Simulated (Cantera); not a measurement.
Input (Python, Cantera):

```python
import numpy as np
import cantera as ct

gas = ct.Solution("gri30.yaml")
gas.TPX = 375, 1400000, {'CO': 1, 'H2': 1.2, 'O2': 0.647, 'N2': 2.43}
inlet = ct.Reservoir(gas, clone=True)
gas.equilibrate("HP")  # start burning
reactor = ct.IdealGasConstPressureReactor(gas, energy="on", clone=False)
exhaust = ct.Reservoir(gas, clone=True)
tau = [0.24, 0.083, 0.029, 0.01, 0.0035, 0.0012, 0.00042, 0.00015, 5.2e-05][0]
for a, b in ((inlet, reactor), (reactor, exhaust)):
    ct.MassFlowController(a, b, mdot=lambda t: reactor.mass / tau)
net = ct.ReactorNet([reactor])
show = ['CO', 'H2', 'O2', 'NO2', 'OH']

rows = []
print(f"{'tau/s':>10s}{'T/K':>9s}" + "".join(f"{s:>11s}" for s in show))
for tau in [0.24, 0.083, 0.029, 0.01, 0.0035, 0.0012, 0.00042, 0.00015, 5.2e-05]:
    net.initial_time = 0.0
    net.advance(30 * tau)
    before = gas.X
    net.advance(40 * tau)
    drift = np.max(np.abs(gas.X - before) / (gas.X + 1e-9))
    rows.append([gas.T, *gas[show].X, drift])
    print(f"{tau:10.3e}{gas.T:9.1f}" + "".join(f"{x:11.3e}" for x in gas[show].X))
```

Result:

```
     tau/s      T/K         CO         H2         O2        NO2         OH
 2.400e-01   2266.1  1.351e-01  6.039e-02  5.974e-06  5.659e-10  2.795e-04
 8.300e-02   2265.7  1.351e-01  6.039e-02  1.243e-05  5.716e-10  2.960e-04
 2.900e-02   2264.8  1.351e-01  6.038e-02  2.801e-05  5.919e-10  3.381e-04
 1.000e-02   2262.6  1.351e-01  6.036e-02  6.140e-05  6.614e-10  4.365e-04
 3.500e-03   2258.3  1.351e-01  6.033e-02  1.236e-04  8.460e-10  6.296e-04
 1.200e-03   2250.3  1.351e-01  6.028e-02  2.419e-04  1.254e-09  9.759e-04
 4.200e-04   2236.8  1.351e-01  6.022e-02  4.659e-04  2.020e-09  1.520e-03
 1.500e-04   2214.6  1.352e-01  6.018e-02  8.957e-04  3.361e-09  2.313e-03
 5.200e-05   2176.5  1.357e-01  6.020e-02  1.773e-03  5.720e-09  3.437e-03
```

Cantera simulation using GRI-Mech 3.0 (53 species, 325 reactions); the numbers are that mechanism's predictions, not measurements. The hydrogen kinetics of GRI-Mech 3.0 are dated; newer H2 mechanisms differ, most at raised pressure. The pressure lies above the range GRI-Mech 3.0 was tuned for (to about 10 atm).
